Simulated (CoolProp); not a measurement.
A simple Rankine cycle with cyclopentane: condensing at 317.15 K, boiler at 2.84 MPa, turbine inlet 479.8 K, turbine efficiency 0.85, pump efficiency 0.7, no recuperator. Each further row changes one setting.

Model: reference Helmholtz-energy equation of state, Gedanitz 2015, in CoolProp.

```
case                             thermal efficiency (%)  net work (kJ/kg)  heat in (kJ/kg)  turbine exit temperature (K)  volume ratio over the turbine
-------------------------------  ----------------------  ----------------  ---------------  ----------------------------  -----------------------------
as stated                                          20.6                 ?              591                         370.1                              ?
turbine inlet 499.8 K                              20.6                 ?              646                             ?                           37.2
condensing temperature 309.15 K                       ?               132              606                         363.4                           52.9
boiler pressure 1.99 MPa                           19.3                 ?              623                             ?                              ?
turbine efficiency 0.75                            18.1               107              591                         379.6                           41.6
```

Problem. Some entries are withheld; supply them.

Solution. 
- as stated, net work (kJ/kg): 122
- as stated, volume ratio over the turbine: 40.5
- turbine inlet 499.8 K, net work (kJ/kg): 133
- turbine inlet 499.8 K, turbine exit temperature (K): 396.9
- condensing temperature 309.15 K, thermal efficiency (%): 21.7
- boiler pressure 1.99 MPa, net work (kJ/kg): 120
- boiler pressure 1.99 MPa, turbine exit temperature (K): 391.2
- boiler pressure 1.99 MPa, volume ratio over the turbine: 24.3
